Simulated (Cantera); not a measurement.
Input: 1 mol CH2F2, held at 2248.15 K and 0.0133 bar.

Cantera equilibrium calculation (NASA polynomials, part measured and part estimated; ideal gas, pure solids and liquids). Candidate condensed phases: C, C6H6, C7H8, C8H18; 95 gas species. Kinetics and transport are ignored.

Base state: HF 0.995, F 0.00260, H 0.00157, H2 0.000604, CF2 7.22e-5, CF 3.56e-5 (mole fractions); condensed: C(graphite).

What changes in the equilibrium state with this change: temperature from 2248.15 K to 1975 K?


```
species             before     after
----------------  --------  --------
HF                   0.995     0.999
F                  0.00260  0.000373
H                  0.00157  0.000140
CF                 3.56e-5   1.53e-6
H2                0.000604  0.000139
C(graphite), mol     1.000     1.000
```

What changes in the equilibrium state with this change: temperature from 2248.15 K to 1125 K?


```
species             before    after
----------------  --------  -------
HF                   0.995    1.000
H2                0.000604  1.01e-6
F                  0.00260    <1e-9
H                  0.00157    <1e-9
CF2                7.22e-5    <1e-9
CF                 3.56e-5    <1e-9
C(graphite), mol     1.000    1.000
```
